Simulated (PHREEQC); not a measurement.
Dissolve 0.0012 mol/kgw HCl and 0.000122 mol/kgw MnSO4 at 90 °C. Closed to the air; pH follows from the charge balance.

Equilibrium calculation in PHREEQC: Pitzer model, pitzer.dat.

No solid was allowed to form.

### Question
What pH, osmotic coefficient does the model give?

### Answer
pH 2.96; osmotic coefficient 0.979.

### Question
In which forms is S present?

### Answer
SO4-2 61 %, HSO4- 39 % of the S.

Constants without temperature data keep their 25 °C values here.
